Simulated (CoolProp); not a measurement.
Properties of the fluoroketone C6F12O (FK-5-1-12) along the isobar 2.63 MPa.

Model: reference Helmholtz-energy equation of state, McLinden 2015, in CoolProp.

```tsv
T (°C)	phase	Z	speed of sound (m/s)
165.25	liquid	0.2237	127.7
169.35	supercritical	0.2307	114.0
173.45	supercritical	0.2401	99.72
177.55	supercritical	0.2536	85.17
181.65	supercritical	0.2744	71.20
185.75	supercritical	0.3082	60.25
189.85	supercritical	0.3581	55.33
194.05	supercritical	0.4147	56.23
198.15	supercritical	0.4624	59.46
202.25	supercritical	0.5017	63.04
206.35	supercritical	0.5347	66.42
210.45	supercritical	0.5632	69.55
214.55	supercritical	0.5882	72.42
218.65	supercritical	0.6106	75.08
222.75	supercritical	0.6308	77.55
226.85	supercritical	0.6493	79.86
```
